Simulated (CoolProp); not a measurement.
A single-stage vapour-compression cycle with the fluid: evaporating at 195.15 K (dew point), condensing at 229.15 K (bubble point), superheat 10 K, subcooling 8 K, compressor efficiency 0.65, no pressure losses. The same conditions are run with several fluids, on thermodynamics alone (safety and materials aside).

Computed with CoolProp (reference Helmholtz-energy equation of state of each fluid (hydrogen chloride: Thol 2018; R22: Kamei 1995; fluoroethane (R161): Wu 2012; ethylene: Smukala 2000; nitrous oxide: Lemmon 2006; R13: Platzer 1990)). The equations of Platzer and Polt are older, rougher fits.

```json
[
 {"fluid": "hydrogen chloride", "cooling COP": "3.09", "pressure ratio": "4.47", "discharge temperature (K)": "367.6", "refrigerating effect (kJ/kg)": "401", "volumetric capacity (kJ/m³)": "1310"},
 {"fluid": "R22", "cooling COP": "3.29", "pressure ratio": "7.28", "discharge temperature (K)": "322.8", "refrigerating effect (kJ/kg)": "233", "volumetric capacity (kJ/m³)": "[?]"},
 {"fluid": "fluoroethane (R161)", "cooling COP": "3.30", "pressure ratio": "7.43", "discharge temperature (K)": "[?]", "refrigerating effect (kJ/kg)": "425", "volumetric capacity (kJ/m³)": "121"},
 {"fluid": "ethylene", "cooling COP": "3.14", "pressure ratio": "3.46", "discharge temperature (K)": "299.7", "refrigerating effect (kJ/kg)": "[?]", "volumetric capacity (kJ/m³)": "2550"},
 {"fluid": "nitrous oxide", "cooling COP": "3.16", "pressure ratio": "4.46", "discharge temperature (K)": "330.0", "refrigerating effect (kJ/kg)": "325", "volumetric capacity (kJ/m³)": "1580"},
 {"fluid": "R13", "cooling COP": "[?]", "pressure ratio": "4.32", "discharge temperature (K)": "278.1", "refrigerating effect (kJ/kg)": "129", "volumetric capacity (kJ/m³)": "997"}
]
```

Q: What belongs in the gaps?

A: 
- R22, volumetric capacity (kJ/m³): 142
- fluoroethane (R161), discharge temperature (K): 319.3
- ethylene, refrigerating effect (kJ/kg): 388
- R13, cooling COP: 3.32
